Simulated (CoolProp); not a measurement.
Ammonia along the isotherm 499.5 K: density (kg/m³) from the reference equation and from simpler models built on Tc = 405.6 K, pc = 113.6 bar, ω = 0.256; each cubic takes its own stable root.

Computed with CoolProp (reference Helmholtz-energy equation of state, Gao 2020).

```csv
p (bar),phase,reference
3.16,gas,1.302
4.92,gas,2.033
7.67,gas,3.182
11.9,gas,4.970
18.6,gas,7.851
28.9,gas,12.40
45.1,gas,19.89
70.2,gas,32.38
109,gas,54.23
170,supercritical,96.79
265,supercritical,185.4
412,supercritical,305.6
642,supercritical,393.9
1000,supercritical,460.4
```

### Question
How far does each simpler model (ideal gas, Redlich-Kwong, Soave-Redlich-Kwong) lie from the reference over these 14 states: mean and median of the absolute difference, and the worst?

### Answer
- ideal gas: mean 14.7 %, median 9.0 %, worst -44.7 % at 499.5 K and 412 bar
- Redlich-Kwong: mean 3.8 %, median 0.6 %, worst -16.3 % at 499.5 K and 1000 bar
- Soave-Redlich-Kwong: mean 6.1 %, median 0.9 %, worst -20.9 % at 499.5 K and 412 bar
